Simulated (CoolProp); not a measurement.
Vapour-liquid equilibrium of R22 (1) + R123 (2) at 11.8 kPa; x and y are mole fractions of (1).

Values from CoolProp's multi-fluid Helmholtz-energy mixture model, Kamei 1995 and Younglove 1994; pair parameters Bell 2016.

### Question
Give the bubble temperature and the first vapour's composition at x = 0.15, 0.75, 0.85. Is there an azeotrope?

### Answer
x = 0.15: 223.8 K, y = 0.866; x = 0.75: 198.7 K, y = 0.995; x = 0.85: 197.1 K, y = 0.997. No azeotrope shows between x = 0.05 and 0.95.

Pair parameters are fitted to limited data, so mixtures are less certain than the pure fluids. The gap from Raoult's law changes sign with composition, which may be real or a fault of the pair parameters; it wasn't checked against measurements.
